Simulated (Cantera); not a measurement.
## Reactions in the system Cl-H-O-Si

Standard-state values (1 bar) from the NASA 1993 polynomials, evaluated with Cantera. Values are per mole of reaction as written; species without (g) are pure solids or liquids, kept so even where they would boil at 1 bar.

2 HCl(g) + SiO(g) + Cl2(g) = H2O(g) + SiCl4(g)

```json
[
 {"T (K)": "300", "ΔH° (kJ)": "-619.5", "ΔS° (J/K)": "-288.6", "ΔG° (kJ)": "-532.9", "log10 K": "92.79"},
 {"T (K)": "648", "ΔH° (kJ)": "-617.0", "ΔS° (J/K)": "-283.4", "ΔG° (kJ)": "-433.3", "log10 K": "34.93"},
 {"T (K)": "698", "ΔH° (kJ)": "-616.4", "ΔS° (J/K)": "-282.6", "ΔG° (kJ)": "-419.2", "log10 K": "31.37"},
 {"T (K)": "748", "ΔH° (kJ)": "-615.9", "ΔS° (J/K)": "-281.9", "ΔG° (kJ)": "-405.1", "log10 K": "28.29"},
 {"T (K)": "798", "ΔH° (kJ)": "-615.4", "ΔS° (J/K)": "-281.2", "ΔG° (kJ)": "-391.0", "log10 K": "25.59"},
 {"T (K)": "848", "ΔH° (kJ)": "-614.9", "ΔS° (J/K)": "-280.5", "ΔG° (kJ)": "-377.0", "log10 K": "23.22"},
 {"T (K)": "898", "ΔH° (kJ)": "-614.3", "ΔS° (J/K)": "-279.9", "ΔG° (kJ)": "-363.0", "log10 K": "21.11"},
 {"T (K)": "948", "ΔH° (kJ)": "-613.8", "ΔS° (J/K)": "-279.3", "ΔG° (kJ)": "-349.0", "log10 K": "19.23"},
 {"T (K)": "998", "ΔH° (kJ)": "-613.3", "ΔS° (J/K)": "-278.8", "ΔG° (kJ)": "-335.0", "log10 K": "17.53"},
 {"T (K)": "1048", "ΔH° (kJ)": "-612.7", "ΔS° (J/K)": "-278.3", "ΔG° (kJ)": "-321.1", "log10 K": "16.00"}
]
```
